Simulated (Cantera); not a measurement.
Ignition delay

Mixture: 3.85 % CH₄, 0.655 % C₂H₆, 1.93 % C₃H₈, 19.6 % O₂, 73.9 % N₂, equivalence ratio 1.00, at 0.530 bar, adiabatic and at constant pressure. Ignition delay is the time to a rise of 400 K.

Cantera simulation using GRI-Mech 3.0 (53 species, 325 reactions); the numbers are that mechanism's predictions, not measurements. GRI-Mech 3.0 was tuned for natural gas; its chemistry of propane as a main component is partial and can be far from experiment.

```
T0 (K)  delay (ms)
------  ----------
1300          1.29
1350         0.668
1400         0.376
1450         0.227
1500         0.147
1550         0.101
1600        0.0722
1650        0.0539
1700        0.0417
```

```yaml
apparent activation energy between 1600 and 1700 K: 120 kJ/mol
```
